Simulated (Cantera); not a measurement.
An isothermal, constant-pressure homogeneous reactor starts with H2 : O2 : N2 = 1.2 : 1 : 1.7 (molar parts), at 925 K and 43000 Pa.

Model: the H2/O2 subset of GRI-Mech 3.0, which has no nitrogen chemistry, integrated in Cantera. Below about 950 K walls govern HO2 and H2O2 in real vessels. The temperature is held fixed by assumption; the heat of reaction is taken as removed at once.

One state of this run: x H2 = 0.0220; x O2 = 0.131; x H = 1.83e-7; x H2O2 = 0.000306; x O = 1.44e-7. x: mole fraction; the columns are a selection and need not sum to one.

Q: Which value of t (s) does it belong to?
A) 0.00200
B) 2.00
C) 0.0200
D) 0.00632

A: B, 2.00
